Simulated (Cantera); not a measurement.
**Equilibrium for boron, boron nitride and boron oxide: B + O2 + H2**

Feed: 1 mol B, 0.68 mol O2, 7.8 mol H2, at 0.220 bar.

These are equilibrium values from Cantera (NASA tables, ideal gas, pure condensed phases), not measurements of a reactor. Candidate condensed phases: B, B2O3, B3O3H3, H2O; 23 gas species. Mutual solubility and eutectic melting of coexisting phases are not modelled. The tables' values for BH2 are old estimates; treat these amounts as uncertain. The numbers say what is thermodynamically allowed, not how fast it happens.

```tsv
T (°C)	x H2	x HBO	x H	x HBO2	x B2O3	x BO	n B(s)	n B2O3(l)
825	0.997	1.83e-5	5.26e-8	1.25e-7	1.07e-9	5.28e-11	0.0694	0.429
975	0.996	0.000278	9.94e-7	3.46e-6	1.89e-7	1.10e-8	0.0674	0.427
1125	0.994	0.00232	1.01e-5	4.53e-5	1.04e-5	7.14e-7	0.0619	0.421
1275	0.983	0.0125	6.51e-5	0.000348	0.000255	2.02e-5	0.0315	0.387
1425	0.960	0.0286	0.000302	0.00312	0.00345	0.000181	0	0.306
1575	0.907	0.0415	0.00108	0.0193	0.0227	0.000832	0	0
1725	0.900	0.0448	0.00324	0.0211	0.0198	0.00235	0	0
1875	0.891	0.0468	0.00839	0.0223	0.0170	0.00560	0	0
2025	0.875	0.0469	0.0191	0.0227	0.0141	0.0115	0	0
2175	0.850	0.0444	0.0391	0.0223	0.0110	0.0205	0	0
```
x: gas mole fraction; n: condensed amount in mol.

From 825 °C to 1275 °C the condensed part is B(s) + B2O3(l). At 1425 °C the condensed part is B2O3(l). From 1575 °C to 2175 °C nothing is condensed. The main B-bearing gas is B3O3H3 at 825 °C and HBO at 2175 °C.
